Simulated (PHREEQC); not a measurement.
Consider water at 20 °C with 11 mmol/kgw HF, 0.93 mmol/kgw NH4F and 0.54 mmol/kgw H2SO4. Closed to the air; pH follows from the charge balance.

Computed with PHREEQC (ion-association model, phreeqc.dat).

No solid was allowed to form.

Q: Order these F species by the share of F that they hold, largest first: HF, HF2-, F-.

A: HF (76 %), F- (22 %), HF2- (1.5 %)

Q: Order these S species by the share of S that they hold, largest first: SO4-2, NH4SO4-, HSO4-.

A: SO4-2 (83 %), HSO4- (16 %), NH4SO4- (0.76 %)

The pH is 2.58 and the ionic strength 0.00421 mol/kgw. Complexes and solids missing from the database can't appear.
